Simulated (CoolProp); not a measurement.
Vapour pressure (kPa) of cyclopentane: the reference equation beside estimates from Tc = 511.7 K, pc = 4583 kPa, ω = 0.202. Clausius-Clapeyron is anchored at 334.6 K with a constant enthalpy of vaporisation of 26.65 kJ/mol.

Values from CoolProp's reference Helmholtz-energy equation of state, Gedanitz 2015.

```csv
T (K),reference,Lee-Kesler,Clausius-Clapeyron,van der Waals,Redlich-Kwong
334.6,148.8,147.2,148.8,642.8,219.3
345.4,203.8,202.7,200.8,761.0,292.5
356.3,273.9,273.8,266.7,894.0,383.0
367.1,360.2,361.3,347.5,1040,491.2
377.9,465.5,468.3,446.1,1200,619.7
388.7,592.4,597.3,564.6,1376,770.3
399.6,744.9,752.4,707.1,1570,946.6
410.4,923.0,933.2,873.3,1777,1147
421.2,1131,1144,1067,2002,1375
432.1,1374,1390,1293,2245,1635
442.9,1651,1670,1549,2504,1923
453.7,1967,1989,1840,2780,2244
```

Absolute difference from the reference over all 12 rows, mean and median: Lee-Kesler 0.8 and 1.0 %, Clausius-Clapeyron 4.3 and 4.9 %, van der Waals 145.6 and 121.5 %, Redlich-Kwong 29.4 and 28.6 %.
